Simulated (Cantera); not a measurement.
A closed system holds: 1 mol B, 12 mol NH3, held at 1900 K and 3900 Pa.

Equilibrium computed with Cantera from the NASA thermochemical tables; the gas is ideal and each condensed phase is pure. Candidate condensed phases: B, BN; 15 gas species. The tables' values for BH2 are old estimates; treat these amounts as uncertain. Rates play no part.

Q: What is the equilibrium state?

A: 
```
Property                            Result
-------------------------------  ---------
x(H2)                                0.763
x(N2)                                0.234
x(H)                               0.00351
x(BH2)                             1.01e-5
n(BN(s))                         1.000 mol
gas amount                       23.54 mol
log10 activity of B(s) (absent)      -1.29
```
